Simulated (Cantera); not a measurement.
Cantera with NASA thermochemical tables; ideal gases at 1 bar, condensed phases pure. Values are per mole of reaction as written; species without (g) are pure solids or liquids, kept so even where they would boil at 1 bar.

Problem. Between 300 and 1600 K, where is each reaction favourable under standard conditions?
- CH4(g) + 2 NiS2 ⇌ CS2(g) + 2 NiS + 4 H(g)

Solution. 
- CH4(g) + 2 NiS2 ⇌ CS2(g) + 2 NiS + 4 H(g): ΔG° is 1009 kJ at 300 K and 337 kJ at 1600 K; it stays positive (K < 1). ΔH° is 1133 kJ and ΔS° 498 J/K at 1600 K.
